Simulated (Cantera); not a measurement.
A closed system holds: 1 mol C2H6, a varied amount of CO2, at 1575 K and 4900 Pa.

Method: chemical equilibrium by Gibbs-energy minimisation in Cantera with the NASA 1993 tables (ideal gas, pure condensed phases). Candidate condensed phases: C, C6H6, C7H8, C8H18, H2O; 110 gas species. Rates play no part.

### Question
What share of the C ends up in condensed phases as a function of n(CO2) (mol), at 0.12, 0.52, 0.92, 1.3, 1.7, 2.1, 2.5, 2.9, 3.3?

### Answer
```tsv
n(CO2) (mol)	C condensed (%)	as
0.12	88.7	C(graphite)
0.52	58.7	C(graphite)
0.92	37.0	C(graphite)
1.3	21.2	C(graphite)
1.7	8.1	C(graphite)
2.1	0.0	-
2.5	0.0	-
2.9	0.0	-
3.3	0.0	-
```
